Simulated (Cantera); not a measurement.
# Hydrocarbon pyrolysis for carbon deposition

A perfectly stirred reactor is fed with 3.70 % CH4, 96.3 % H2, at 2800 Pa; it is held at 1600 K, and followed from long to short residence time.

Computed with Cantera and GRI-Mech 3.0 (53 species, 325 reactions). GRI-Mech 3.0 stops at C3 and has no aromatics, soot or wall deposition, so with more carbon than oxygen in the feed, carbon stays in small species such as C2H2 where larger ones or solid carbon would form. Radical loss at walls, strong at low pressure, is not modelled.

```tsv
τ (s)	x CH4	x H2	x C2H	x C2H6	x C2H4
19	0.0120	0.976	1.24e-8	3.42e-7	4.35e-5
6.8	0.0180	0.972	9.10e-9	7.35e-7	4.31e-5
2.4	0.0250	0.969	5.48e-9	1.34e-6	4.60e-5
0.84	0.0310	0.966	2.56e-9	1.93e-6	5.02e-5
0.30	0.0346	0.964	9.00e-10	2.18e-6	4.99e-5
0.10	0.0363	0.963	1.74e-10	1.84e-6	3.86e-5
0.037	0.0368	0.963	1.33e-11	9.73e-7	1.68e-5
0.013	0.0370	0.963	<1e-12	2.20e-7	2.08e-6
0.0045	0.0370	0.963	<1e-12	2.64e-8	1.06e-7
0.0016	0.0370	0.963	<1e-12	2.31e-9	4.87e-9
```
x: mole fraction; the columns are a selection and need not sum to one.
